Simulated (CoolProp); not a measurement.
Vapour-liquid equilibrium of propane (1) + cyclopropane (2) at 1.43 MPa; x and y are mole fractions of (1).

Values from CoolProp's multi-fluid Helmholtz-energy mixture model, Lemmon 2009 and Polt 1992; pair parameters Bell 2016. This equation is an older, rougher fit; its heat capacities, sound speeds and derivatives of the liquid may be far off and weren't checked against measurements.

```json
[
 {"x": "0.05", "bubble temperature (K)": "324.7", "y at the bubble point": "0.067", "dew temperature at overall composition x (K)": "325.0", "liquid density (mol/L)": "13.44"},
 {"x": "0.2", "bubble temperature (K)": "321.8", "y at the bubble point": "0.249", "dew temperature at overall composition x (K)": "322.5", "liquid density (mol/L)": "12.91"},
 {"x": "0.35", "bubble temperature (K)": "319.4", "y at the bubble point": "0.407", "dew temperature at overall composition x (K)": "320.3", "liquid density (mol/L)": "12.40"},
 {"x": "0.5", "bubble temperature (K)": "317.6", "y at the bubble point": "0.549", "dew temperature at overall composition x (K)": "318.2", "liquid density (mol/L)": "11.92"},
 {"x": "0.65", "bubble temperature (K)": "316.3", "y at the bubble point": "0.681", "dew temperature at overall composition x (K)": "316.6", "liquid density (mol/L)": "11.47"},
 {"x": "0.8", "bubble temperature (K)": "315.4", "y at the bubble point": "0.812", "dew temperature at overall composition x (K)": "315.5", "liquid density (mol/L)": "11.05"},
 {"x": "0.95", "bubble temperature (K)": "315.0", "y at the bubble point": "0.950", "dew temperature at overall composition x (K)": "315.0", "liquid density (mol/L)": "10.65"}
]
```

No azeotrope shows between x = 0.05 and 0.95.

Pair parameters are fitted to limited data, so mixtures are less certain than the pure fluids.
